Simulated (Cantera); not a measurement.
Input (Python, Cantera):

```python
import numpy as np
import cantera as ct

gas = ct.Solution("h2o2.yaml")
gas.TPX = 1150, 96000, {'H2': 1.6, 'O2': 1, 'N2': 2.5}
reactor = ct.IdealGasConstPressureReactor(gas, energy="off", clone=False)
net = ct.ReactorNet([reactor])
net.rtol, net.atol = 1e-08, 1e-18
show = ['H2', 'O2', 'H2O', 'OH', 'H', 'O', 'HO2']
times = np.geomspace(1e-05, 50, 14)

steps = ct.SolutionArray(gas, extra=["t"])
rows = []
print(f"{'t/s':>10s}{'T/K':>9s}{'P/Pa':>11s}" + "".join(f"{s:>11s}" for s in show))
for t in times:
    while net.time < t:
        t_next = net.step()
        steps.append(gas.state, t=t_next)
    rows.append([np.interp(t, steps.t, y) for y in (steps.T, steps.P, *steps(*show).X.T)])
    print(f"{t:10.3e}{rows[-1][0]:9.1f}{rows[-1][1]:11.4g}" + "".join(f"{x:11.3e}" for x in rows[-1][2:]))
rate = np.gradient(steps.T, steps.t)
print("integrator steps:", len(steps.t))
if steps.T.max() > steps.T[0] + 200:
    print(f"time of steepest temperature rise: {steps.t[rate.argmax()]:.4e} s")
gas.TPX = 1150, 96000, {'H2': 1.6, 'O2': 1, 'N2': 2.5}
gas.equilibrate("TP")
print(f"equilibrium (TP): T = {gas.T:.1f} K  " + "  ".join(f"{s} {gas[s].X[0]:.3e}" for s in show))
```

It prints:

```
       t/s      T/K       P/Pa         H2         O2        H2O         OH          H          O        HO2
 1.000e-05   1150.0    9.6e+04  3.137e-01  1.961e-01  1.048e-07  6.185e-09  8.551e-08  1.280e-08  3.675e-08
 3.276e-05   1150.0    9.6e+04  3.135e-01  1.959e-01  1.970e-04  1.036e-05  1.321e-04  1.989e-05  3.137e-05
 1.073e-04   1150.0    9.6e+04  1.498e-02  5.326e-02  3.520e-01  1.250e-03  1.834e-03  7.381e-04  9.894e-05
 3.515e-04   1150.0    9.6e+04  3.638e-03  4.815e-02  3.676e-01  1.269e-04  3.932e-05  3.775e-05  5.870e-05
 1.151e-03   1150.0    9.6e+04  1.969e-03  4.741e-02  3.697e-01  2.202e-05  3.709e-06  4.195e-06  3.782e-05
 3.772e-03   1150.0    9.6e+04  1.061e-03  4.700e-02  3.708e-01  1.126e-05  1.069e-06  1.352e-06  2.373e-05
 1.235e-02   1150.0    9.6e+04  3.704e-04  4.668e-02  3.716e-01  5.585e-06  1.971e-07  2.830e-07  1.035e-05
 4.047e-02   1150.0    9.6e+04  7.511e-05  4.654e-02  3.720e-01  2.651e-06  2.054e-08  3.317e-08  2.558e-06
 1.326e-01   1150.0    9.6e+04  4.354e-06  4.651e-02  3.721e-01  1.788e-06  8.623e-10  2.779e-09  1.727e-07
 4.343e-01   1150.0    9.6e+04  8.892e-09  4.651e-02  3.721e-01  1.844e-06  6.560e-12  1.606e-09  4.784e-09
 1.423e+00   1150.0    9.6e+04  7.618e-09  4.651e-02  3.721e-01  1.966e-06  6.658e-12  1.823e-09  4.635e-09
 4.660e+00   1150.0    9.6e+04  7.615e-09  4.651e-02  3.721e-01  1.976e-06  6.689e-12  1.842e-09  4.628e-09
 1.526e+01   1150.0    9.6e+04  7.615e-09  4.651e-02  3.721e-01  1.976e-06  6.689e-12  1.842e-09  4.628e-09
 5.000e+01   1150.0    9.6e+04  7.615e-09  4.651e-02  3.721e-01  1.976e-06  6.689e-12  1.842e-09  4.628e-09
integrator steps: 1854
equilibrium (TP): T = 1150.0 K  H2 7.615e-09  O2 4.651e-02  H2O 3.721e-01  OH 1.976e-06  H 6.689e-12  O 1.842e-09  HO2 4.628e-09
```

Model: the H2/O2 subset of GRI-Mech 3.0, which has no nitrogen chemistry, integrated in Cantera. The temperature is held fixed by assumption; the heat of reaction is taken as removed at once.
